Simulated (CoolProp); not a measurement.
Vapour-liquid equilibrium of n-butane (1) + acetone (2) at 100.75 °C; x and y are mole fractions of (1).

Values from CoolProp's multi-fluid Helmholtz-energy mixture model, Bücker 2006 and Lemmon 2006; pair parameters Bell 2016.

Give the bubble pressure and the first vapour's composition at x = 0.2, 0.275, 0.95. Is there an azeotrope?

x = 0.2: 894.7 kPa, y = 0.601; x = 0.275: 1022 kPa, y = 0.662; x = 0.95: 1537 kPa, y = 0.957. No azeotrope shows between x = 0.05 and 0.95.

Pair parameters are fitted to limited data, so mixtures are less certain than the pure fluids.
